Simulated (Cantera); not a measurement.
An adiabatic, constant-pressure homogeneous reactor starts with CH₄ : O₂ : N₂ = 1 : 1.67 : 6.27 (molar parts), equivalence ratio 1.2, at 1375 K and 12.8 atm. Integrator tolerance rtol = 1e-08.

Detailed kinetics in Cantera: GRI-Mech 3.0 (53 species, 325 reactions). The pressure lies above the range GRI-Mech 3.0 was tuned for (to about 10 atm).

What does this change do: initial temperature 1375 to 950 K?


| quantity | before | after |
|---|---|---|
| time of steepest temperature rise | 0.551 ms | 0.168 s |
| temperature at 2.00 s | 2863 K | 2605 K |
| equilibrium temperature | 2863 K | 2605 K |
| x(CH₄) at 2.00 s | <1e-12 (gas-phase equilibrium 1.06e-12) | 1.35e-12 (gas-phase equilibrium 1.56e-12) |
| x(O₂) at 2.00 s | 0.00256 (gas-phase equilibrium 0.00256) | 0.000429 (gas-phase equilibrium 0.000429) |
| x(HCO) at 2.00 s | 3.00e-7 (gas-phase equilibrium 3.00e-7) | 1.34e-7 (gas-phase equilibrium 1.34e-7) |
| x(C₂H) at 2.00 s | <1e-12 (gas-phase equilibrium <1e-12) | <1e-12 (gas-phase equilibrium <1e-12) |
| x(C₂H₂) at 2.00 s | <1e-12 (gas-phase equilibrium <1e-12) | <1e-12 (gas-phase equilibrium <1e-12) |
Below about 1000 K GRI-Mech 3.0 lacks low-temperature oxidation paths.

What does this change do: 0.029 parts C2H6 added?


| quantity | before | after |
|---|---|---|
| time of steepest temperature rise | 0.551 ms | 0.338 ms |
| temperature at 2.00 s | 2863 K | 2850 K |
| equilibrium temperature | 2863 K | 2850 K |
| x(CH₄) at 2.00 s | <1e-12 (gas-phase equilibrium 1.06e-12) | 2.21e-12 (gas-phase equilibrium 2.59e-12) |
| x(O₂) at 2.00 s | 0.00256 (gas-phase equilibrium 0.00256) | 0.00145 (gas-phase equilibrium 0.00145) |
| x(HCO) at 2.00 s | 3.00e-7 (gas-phase equilibrium 3.00e-7) | 3.79e-7 (gas-phase equilibrium 3.79e-7) |
| x(C₂H) at 2.00 s | <1e-12 (gas-phase equilibrium <1e-12) | <1e-12 (gas-phase equilibrium <1e-12) |
| x(C₂H₂) at 2.00 s | <1e-12 (gas-phase equilibrium <1e-12) | <1e-12 (gas-phase equilibrium <1e-12) |
